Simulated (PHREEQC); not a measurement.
Acid mine or pickling water (model solution)

Synthetic water in mmol/kgw, 25 °C, pH 3.94, pe 11.7:

| constituent | mmol/kgw |
|---|---|
| Na | 16.9 |
| K | 0.673 |
| Ca | 6.67 |
| Mg | 0.411 |
| Cl | 6.51 |
| S(6) | 12.5 |
| P | 0.05 |
| Zn | 0.0103 |
| Ni | 0.0551 |

Valence states are taken as typed.

The numbers come from PHREEQC with the ion-association model, wateq4f.dat.

Each row changes one thing in this solution. This is a speciation only: nothing precipitates in the calculation.

```
case                                             ionic strength (mol/kgw)  SO4-2 (mol/kgw)  Ca+2 (mol/kgw)  CaSO4 (mol/kgw)  K+ (mol/kgw)  NaSO4- (mol/kgw)  SI of Gypsum (CaSO4:2H2O)  SI of Epsomite (MgSO4:7H2O)
-----------------------------------------------  ------------------------  ---------------  --------------  ---------------  ------------  ----------------  -------------------------  ---------------------------
as made                                                            0.0414          0.00974         0.00455          0.00212      0.000652          0.000390                      -0.39                        -4.06
Zn from 0.0103 to 0.00515 mmol/kgw                                 0.0414          0.00974         0.00455          0.00212      0.000652          0.000390                      -0.39                        -4.06
all concentrations times 3 at the same typed pH                         …                …          0.0119          0.00812             …                 …                      +0.20                        -3.48
Ca from 6.67 to 3.33 mmol/kgw                                      0.0384           0.0106         0.00218                …      0.000649          0.000434                      -0.65                        -4.03
```

Fill in the missing entries.


- all concentrations times 3 at the same typed pH, ionic strength (mol/kgw): 0.114
- all concentrations times 3 at the same typed pH, SO4-2 (mol/kgw): 0.0262
- all concentrations times 3 at the same typed pH, K+ (mol/kgw): 0.00190
- all concentrations times 3 at the same typed pH, NaSO4- (mol/kgw): 0.00226
- Ca from 6.67 to 3.33 mmol/kgw, CaSO4 (mol/kgw): 0.00115

Some of these states are supersaturated (in Gypsum, for instance). H3PO4, which wateq4f.dat lacks, is added to it with the constant of phreeqc.dat. The database has no phosphate complexes of Zn, Ni.
